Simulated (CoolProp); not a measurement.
Properties of R1132(E) at several states.

The numbers come from the reference Helmholtz-energy equation of state, Akasaka 2024 in CoolProp.

```
T (K)  p (bar)  phase  cv (kJ/(kg K))  fugacity coefficient
-----  -------  -----  --------------  --------------------
327.5    0.121    gas               ?                0.9990
331.8     21.3    gas               ?                     ?
250.7    0.899    gas          0.7362                0.9816
```

What belongs in the gaps?


- 327.5, cv (kJ/(kg K)): 0.8613
- 331.8, cv (kJ/(kg K)): 0.9484
- 331.8, fugacity coefficient: 0.8334
